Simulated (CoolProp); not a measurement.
Saturation properties of nitrous oxide.

Computed with CoolProp (reference Helmholtz-energy equation of state, Lemmon 2006). It is a short technical equation, of lower accuracy than the large ones.

```csv
T (°C),p (MPa),liquid cp (kJ/(kg K)),vapour Z,surface tension (mN/m)
-82.25,0.1449,1.724,0.9662,22.3
-74.15,0.2223,1.735,0.9541,20.5
-66.05,0.3282,1.751,0.9396,18.7
-57.95,0.4690,1.773,0.9225,16.9
-49.85,0.6513,1.800,0.9027,15.2
-41.75,0.8819,1.835,0.8801,13.5
-33.65,1.168,1.880,0.8546,11.8
-25.45,1.522,1.937,0.8255,10.2
-17.35,1.943,2.011,0.7933,8.61
-9.25,2.443,2.110,0.7572,7.07
-1.15,3.031,2.248,0.7166,5.59
6.95,3.716,2.458,0.6703,4.17
```

It boils at -88.5 °C under 1 atm.

Surface tension comes from a separate correlation (Mulero 2012).
